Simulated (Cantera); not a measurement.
Charge: 1 mol Pb, 0.12 mol H₂.

Equilibrium computed with Cantera from the NASA thermochemical tables; the gas is ideal and each condensed phase is pure. Candidate condensed phases: Pb; 4 gas species. The numbers say what is thermodynamically allowed, not how fast it happens.

Stable condensed phases, one row left out:

```
T in K \ P in Pa
              10      68     460    3200   22000  150000 1000000
   1200        A       A       B       B       B       B       B
   1150        A       B       B       B       B       B       B
   1100        A       B       B       B       B       B       B
   1000        B       B       B       B       B       B       B
    950        B       B       B       B       B       B       B
    900        B       B       B       B       B       B       B
    850        B       B       B       B       B       B       B
    800        B       B       B       B       B       B       B
    750        B       B       B       B       B       B       B
```

A: gas only; B: Pb.

**Question.** Give the row for 1050 K.

**Answer.** 10: Pb; 68: Pb; 460: Pb; 3200: Pb; 22000: Pb; 150000: Pb; 1000000: Pb.
